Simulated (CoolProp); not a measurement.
Properties of toluene at several states.

The numbers come from the reference Helmholtz-energy equation of state, Lemmon 2006 in CoolProp. It is a short technical equation, of lower accuracy than the large ones.

```
T (°C)  p (MPa)   phase  density (kg/m³)  Joule-Thomson coefficient (K/MPa)  expansivity (1/kK)
------  -------  ------  ---------------  ---------------------------------  ------------------
131.55     1.34  liquid            759.1                            -0.2746               1.400
108.55   0.0578     gas            1.718                              34.20               2.846
1.85      0.315  liquid            883.9                            -0.4944               1.045
48.35     0.738  liquid       (withheld)                            -0.4279               1.122
-29.45    0.034  liquid       (withheld)                         (withheld)               1.015
133.65    0.533  liquid       (withheld)                         (withheld)          (withheld)
```

Problem. Some entries are withheld; supply them.

Solution. 
- 48.35, density (kg/m³): 840.9
- -29.45, density (kg/m³): 912.6
- -29.45, Joule-Thomson coefficient (K/MPa): -0.5321
- 133.65, density (kg/m³): 755.5
- 133.65, Joule-Thomson coefficient (K/MPa): -0.2651
- 133.65, expansivity (1/kK): 1.429
